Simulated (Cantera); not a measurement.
**Pyrogenic steam for wet oxidation**

An isothermal, constant-pressure homogeneous reactor starts with 35.2 % H₂, 41.0 % O₂, 23.8 % N₂, equivalence ratio 0.43, at 1375 K and 0.133 bar.

Model: the H2/O2 subset of GRI-Mech 3.0, which has no nitrogen chemistry, integrated in Cantera. The temperature is held fixed by assumption; the heat of reaction is taken as removed at once.

```
t (s)         x H₂   x O₂      x OH    x H₂O       x O   x H₂O₂
--------  --------  -----  --------  -------  --------  -------
5.00e-5      0.345  0.406  0.000838  0.00530   0.00114  1.34e-7
0.000107    0.0352  0.253    0.0190    0.255    0.0645  2.59e-6
0.000227    0.0255  0.265    0.0165    0.326    0.0393  3.33e-6
0.000484    0.0103  0.276    0.0105    0.395    0.0136  3.27e-6
0.00103    0.00210  0.281   0.00461    0.421   0.00259  1.77e-6
0.00220   0.000367  0.283   0.00193    0.426  0.000452  7.18e-7
0.00469    8.05e-5  0.283  0.000925    0.427  0.000102  2.91e-7
0.0100     2.28e-5  0.283  0.000503    0.428   3.01e-5  1.25e-7
0.0213     7.77e-6  0.283  0.000298    0.428   1.06e-5  5.63e-8
0.0454     3.05e-6  0.284  0.000188    0.428   4.24e-6  2.67e-8
0.0969     1.39e-6  0.284  0.000127    0.428   1.94e-6  1.40e-8
0.206      8.17e-7  0.284   9.75e-5    0.428   1.14e-6  9.12e-9
0.440      6.86e-7  0.284   8.89e-5    0.428   9.47e-7  7.94e-9
0.938      6.77e-7  0.284   8.84e-5    0.428   9.34e-7  7.86e-9
2.00       6.77e-7  0.284   8.84e-5    0.428   9.34e-7  7.86e-9
```
x: mole fraction; the columns are a selection and need not sum to one.

Equilibrium at this temperature and pressure: H₂ 6.77e-7, O₂ 0.284, OH 8.84e-5, H₂O 0.428, O 9.34e-7, H₂O₂ 7.86e-9 (gas phase only).
